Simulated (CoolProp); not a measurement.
Vapour-liquid equilibrium of R1234ze(E) (1) + n-pentane (2) at 0.114 MPa; x and y are mole fractions of (1).

The numbers come from the multi-fluid Helmholtz-energy mixture model, Thol 2016 and Thol 2019; pair parameters Bell 2016 in CoolProp.

Task: Give the bubble temperature and the first vapour's composition at x = 0.45, 0.55, 0.95. Is there an azeotrope?

Result: x = 0.45: 263.0 K, y = 0.903; x = 0.55: 261.6 K, y = 0.915; x = 0.95: 257.5 K, y = 0.978. No azeotrope shows between x = 0.05 and 0.95.

Pair parameters are fitted to limited data, so mixtures are less certain than the pure fluids. With so large a gap from Raoult's law the liquid may split in two, which this calculation doesn't test in full.
